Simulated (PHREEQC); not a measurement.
# Nickel, zinc or cadmium bath (model solution)

Dissolve 0.0064 mol/kgw ZnSO4, 0.002 mol/kgw KCl and 0.027 mol/kgw FeSO4 at 93 °C. Closed to the air; pH follows from the charge balance.

All values are PHREEQC results (ion-association model, wateq4f.dat), not measurements.

```
Property                Result
--------------  --------------
pH                        5.18
ionic strength  0.0655 mol/kgw
```

```
species     molality  activity   log γ
----------  --------  --------  ------
SO4-2         0.0156   0.00588  -0.423
FeSO4         0.0144    0.0146   0.007
Fe+2          0.0126   0.00506  -0.396
Zn+2         0.00330   0.00133  -0.396
ZnSO4        0.00276   0.00280   0.007
Cl-          0.00191   0.00147  -0.115
K+           0.00181   0.00139  -0.115
Zn(SO4)2-2  0.000238   8.76e-5  -0.434
KSO4-       0.000191  0.000151  -0.103
ZnCl+        7.79e-5   6.02e-5  -0.112
HSO4-        2.88e-5   2.25e-5  -0.108
FeOH+        1.95e-5   1.53e-5  -0.105
ZnOH+        1.90e-5   1.48e-5  -0.109
FeCl+        1.31e-5   1.03e-5  -0.105
H+           7.97e-6   6.56e-6  -0.085
FeHSO4+      1.75e-6   1.37e-6  -0.109
```

Precipitation was switched off in this run. At this temperature some constants are extrapolated from 25 °C, and those without enthalpy data are left unchanged.
